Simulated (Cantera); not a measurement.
What does this Cantera script print?

```python
import numpy as np
import cantera as ct

gas_names = """
    NO2 N2 ZrO2
""".split()
cond_names = """
    ZrN(s) ZrN(L)
""".split()


# ... load() reads the species with a 1 bar reference pressure and builds the phases ...
species = {s.name: s for s in load("nasa_gas.yaml", gas_names) + load("nasa_condensed.yaml", cond_names)}
# Each term lists the table entries of one substance; the one whose range holds T is used.
reactions = {
    'NO2(g) + ZrN = N2(g) + ZrO2(g)':
        [(-1, ['NO2']), (-1, ['ZrN(s)', 'ZrN(L)']), (1, ['N2']), (1, ['ZrO2'])],
}


def pick(names, T):
    return next(species[n] for n in names if species[n].thermo.min_temp <= T <= species[n].thermo.max_temp)


results = []
for label, terms in reactions.items():
    print(label)
    print("     T/K   dH/kJ  dS/(J/K)   dG/kJ   log10 K")
    for T in [900, 1100, 1300, 1500, 1700, 1900, 2100, 2300, 2500, 2700, 2900]:
        used = [(nu, pick(names, T)) for nu, names in terms]
        dH = sum(nu * s.thermo.h(T) for nu, s in used) / 1e6
        dS = sum(nu * s.thermo.s(T) for nu, s in used) / 1e3
        dG = dH - T * dS / 1e3
        logK = -dG * 1e6 / (ct.gas_constant * T * np.log(10))
        results.append((label, T, dH, dS, dG, logK, [s.name for _, s in used]))
        print(f"{T:8g} {dH:8.1f} {dS:8.1f} {dG:8.1f} {logK:8.2f}")
```

Output:

```
NO2(g) + ZrN = N2(g) + ZrO2(g)
     T/K   dH/kJ  dS/(J/K)   dG/kJ   log10 K
     900     38.4    175.7   -119.8     6.95
    1100     35.0    172.4   -154.6     7.34
    1300     31.4    169.3   -188.7     7.58
    1500     27.4    166.4   -222.3     7.74
    1700     23.0    163.7   -255.3     7.84
    1900     18.4    161.1   -287.8     7.91
    2100     13.4    158.7   -319.8     7.95
    2300      8.1    156.2   -351.3     7.98
    2500      2.4    153.9   -382.3     7.99
    2700     -3.5    151.6   -412.8     7.99
    2900     -9.9    149.3   -442.9     7.98
```

Cantera with NASA thermochemical tables; ideal gases at 1 bar, condensed phases pure. ZrN: taken at fixed stoichiometry. Condensed species are held in their standard states even where they would react or evaporate.
